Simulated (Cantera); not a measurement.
An isothermal, constant-pressure homogeneous reactor starts with CH₄ : N₂ = 1 : 2.5 (molar parts), at 1500 K and 0.0207 atm. Integrator tolerance rtol = 1e-08.

Cantera simulation using GRI-Mech 3.0 (53 species, 325 reactions); the numbers are that mechanism's predictions, not measurements. GRI-Mech 3.0 stops at C3 and has no aromatics, soot or wall deposition, so with more carbon than oxygen in the feed, carbon stays in small species such as C2H2 where larger ones or solid carbon would form. Radical loss at walls, strong at low pressure, is not modelled.

```json
[
 {"quantity": "x(CH₄) at 200 s", "before": "0.00214 (gas-phase equilibrium 0.000871)", "after": "0.286 (gas-phase equilibrium 0.156)"},
 {"quantity": "x(C₂H) at 200 s", "before": "4.37e-8 (gas-phase equilibrium 2.61e-8)", "after": "<1e-12 (gas-phase equilibrium <1e-12)"},
 {"quantity": "x(C₂H₆) at 200 s", "before": "2.94e-8 (gas-phase equilibrium 7.75e-9)", "after": "7.20e-7 (gas-phase equilibrium 4.52e-5)"},
 {"quantity": "x(CH₂) at 200 s", "before": "1.59e-9 (gas-phase equilibrium 6.57e-10)", "after": "<1e-12 (gas-phase equilibrium <1e-12)"},
 {"quantity": "x(C₂H₄) at 200 s", "before": "0.000216 (gas-phase equilibrium 0.000129)", "after": "4.83e-8 (gas-phase equilibrium 0.0124)"}
]
```

Which change was made?
A. temperature 1500 to 1975 K
B. N2 2.5 to 0.47 parts
C. temperature 1500 to 1048 K
D. CH4 1 to 1.3 parts

C, temperature 1500 to 1048 K
